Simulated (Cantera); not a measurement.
A freely propagating, adiabatic, planar premixed flame of H2 : O2 : N2 : H2O = 1 : 0.192 : 0.723 : 0.11 (molar parts), equivalence ratio 2.6, unburnt at 625 K and 28000 Pa; mixture-averaged transport, grid criteria slope 0.08 and curve 0.16, no radiation.

Detailed kinetics in Cantera: the H2/O2 subset of GRI-Mech 3.0, which has no nitrogen chemistry. Burning velocities carry a grid error of a few per cent, more on coarse grids.

Q: Predict: laminar burning velocity; thermal thickness; peak x(H); peak x(OH); peak x(HO2).

A: 
```
Item                        Result
------------------------  --------
laminar burning velocity  747 cm/s
thermal thickness          2.42 mm
peak x(H)                   0.0955
peak x(OH)                 0.00243
peak x(HO2)                8.87e-5
```
